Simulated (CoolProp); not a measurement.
Isobutene at 298.15 K and 1.13 MPa is throttled through a valve to 0.0973 MPa with no heat exchange. Each further row changes one setting.

Values from CoolProp's reference Helmholtz-energy equation of state, Lemmon 2005. It is a short technical equation, of lower accuracy than the large ones.

```json
[
 {"case": "as stated", "temperature change (K)": "-33.0", "final phase": "two-phase, vapour fraction 0.195", "final density (kg/m³)": "13.0"},
 {"case": "outlet pressure 0.0292 MPa", "temperature change (K)": "-60.0", "final phase": "two-phase, vapour fraction 0.324", "final density (kg/m³)": "2.60"},
 {"case": "outlet pressure 0.126 MPa", "temperature change (K)": "-26.3", "final phase": "two-phase, vapour fraction 0.159", "final density (kg/m³)": "20.1"}
]
```
